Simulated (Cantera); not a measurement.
A closed system holds: 1 mol Si, 2.8 mol F₂, 0.32 mol N₂, at 825 K and 10.0 mbar.

Method: chemical equilibrium by Gibbs-energy minimisation in Cantera with the NASA 1993 tables (ideal gas, pure condensed phases). Candidate condensed phases: Si, Si₃N₄; 16 gas species. Kinetics and transport are ignored.

Base state: SiF₄ 0.459, F₂ 0.322, N₂ 0.143, F 0.0684, NF₃ 0.00771 (mole fractions); condensed: gas only.

Problem. What changes in the equilibrium state with this change: temperature from 825 K to 1300 K?

Solution. 
| species | before | after |
|---|---|---|
| F | 0.0684 | 0.543 |
| SiF₄ | 0.459 | 0.344 |
| N₂ | 0.143 | 0.110 |
| F₂ | 0.322 | 0.00310 |
| NF₃ | 0.00771 | 6.71e-9 |

Problem. What changes in the equilibrium state with this change: temperature from 825 K to 1125 K?

Solution. 
| species | before | after |
|---|---|---|
| F | 0.0684 | 0.506 |
| SiF₄ | 0.459 | 0.352 |
| N₂ | 0.143 | 0.113 |
| F₂ | 0.322 | 0.0292 |
| NF₃ | 0.00771 | 1.23e-6 |
